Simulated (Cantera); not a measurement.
# Fluorocarbon and chlorocarbon gases: CHF3 + Si + H2

Charge: 1 mol CHF3, 0.018 mol Si, 0.13 mol H2, at 480 Torr.

Equilibrium computed with Cantera from the NASA thermochemical tables; the gas is ideal and each condensed phase is pure. Candidate condensed phases: C, C6H6, C7H8, C8H18, Si, SiC; 113 gas species. The tables' values for SiF3, C2F4 are old estimates; treat these amounts as uncertain. Gases not in the tables: C2F6 and larger saturated fluorocarbons. Rates play no part.

```json
[
 {"T (K)": "1898", "log p HF": "-0.32", "log p CF4": "-0.81", "log p CF2": "-2.74", "log p F": "-3.59", "log p CF3": "-3.46", "log p SiF4": "-2.17", "log p CF": "-6.16", "n C(graphite)": "0.581"},
 {"T (K)": "1998", "log p HF": "-0.32", "log p CF4": "-0.81", "log p CF2": "-2.37", "log p F": "-3.16", "log p CF3": "-3.15", "log p SiF4": "-2.17", "log p CF": "-5.50", "n C(graphite)": "0.577"},
 {"T (K)": "2098", "log p HF": "-0.33", "log p CF4": "-0.82", "log p CF2": "-2.03", "log p F": "-2.77", "log p CF3": "-2.88", "log p SiF4": "-2.17", "log p CF": "-4.90", "n C(graphite)": "0.571"},
 {"T (K)": "2198", "log p HF": "-0.33", "log p CF4": "-0.85", "log p CF2": "-1.73", "log p F": "-2.41", "log p CF3": "-2.64", "log p SiF4": "-2.18", "log p CF": "-4.36", "n C(graphite)": "0.559"},
 {"T (K)": "2298", "log p HF": "-0.34", "log p CF4": "-0.89", "log p CF2": "-1.47", "log p F": "-2.09", "log p CF3": "-2.44", "log p SiF4": "-2.18", "log p CF": "-3.88", "n C(graphite)": "0.539"},
 {"T (K)": "2398", "log p HF": "-0.35", "log p CF4": "-0.96", "log p CF2": "-1.24", "log p F": "-1.81", "log p CF3": "-2.28", "log p SiF4": "-2.20", "log p CF": "-3.44", "n C(graphite)": "0.509"},
 {"T (K)": "2498", "log p HF": "-0.37", "log p CF4": "-1.07", "log p CF2": "-1.06", "log p F": "-1.56", "log p CF3": "-2.17", "log p SiF4": "-2.22", "log p CF": "-3.05", "n C(graphite)": "0.468"},
 {"T (K)": "2598", "log p HF": "-0.39", "log p CF4": "-1.24", "log p CF2": "-0.93", "log p F": "-1.35", "log p CF3": "-2.12", "log p SiF4": "-2.24", "log p CF": "-2.71", "n C(graphite)": "0.424"}
]
```
log p: log10 of the partial pressure in bar; n: condensed amount in mol.

From 1898 K to 2598 K the condensed part is C(graphite). The main Si-bearing gas is SiF4 throughout.
